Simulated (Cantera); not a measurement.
What does this Cantera script print?

```python
import numpy as np
import cantera as ct

gas_names = """
    C CN CO CO2 C2 CCN CNC C2N2 C2O C3 C3O2 C4 C4N2 C5 N NCO NO NO2 NO3 N2 N2O O O2 O3 Si SiC SiC2 SiN
    SiO SiO2 Si2 Si2C Si2N Si3
""".split()
cond_names = """
    C(gr) Si(cr) Si(L) SiC(b) SiO2(Lqz) SiO2(hqz) SiO2(L) Si2N2O(s) Si3N4(a)
""".split()


# ... load() reads the species with a 1 bar reference pressure and builds the phases ...
atoms = {
    'Si': {'Si': 1},
    'CO2': {'C': 1, 'O': 2},
    'N2': {'N': 2},
}
top_T = {'C(gr)': 4500, 'SiC(b)': 3050, 'Si2N2O(s)': 2100, 'Si3N4(a)': 2400}  # K; cautious upper limits of use, not melting points


# ... equilibrate(T, P, feed) seeds the gas with the atoms and calls Mixture.equilibrate('TP', solver="vcs", rtol=1e-11, max_steps=5000) ...
results = []
feed = {'Si': 1, 'CO2': 0.026, 'N2': 11}  # mol
T = 1148  # K
P = 101325  # Pa
mix = equilibrate(T, P, feed)
results.append((T, P, feed, dict(zip(mix.species_names, mix.species_moles))))
x = sorted(zip(gas.X, gas.species_names), reverse=True)
print(f"T = {T:g} K  P = {P:g} Pa  gas = {mix.phase_moles(0):.4g} mol")
print("   x: " + "  ".join(f"{s} {v:.3e}" for v, s in x if v > 0.001))
print("   condensed (mol): " + ("  ".join(f"{mix.phase(i).name} {mix.phase_moles(i):.4g}"
      for i in range(1, mix.n_phases) if mix.phase_moles(i) > 1e-12) or "none"))
```

Result:

```
T = 1148 K  P = 101325 Pa  gas = 10.35 mol
   x: N2 1.000e+00
   condensed (mol): C(gr) 0.026  Si2N2O(s) 0.052  Si3N4(a) 0.2987
```

Equilibrium computed with Cantera from the NASA thermochemical tables; the gas is ideal and each condensed phase is pure. N2 is the only nitrogen source here; it is nearly inert below about 1500 K, so the nitride shown seldom forms there in practice. Mutual solubility and eutectic melting of coexisting phases are not modelled.
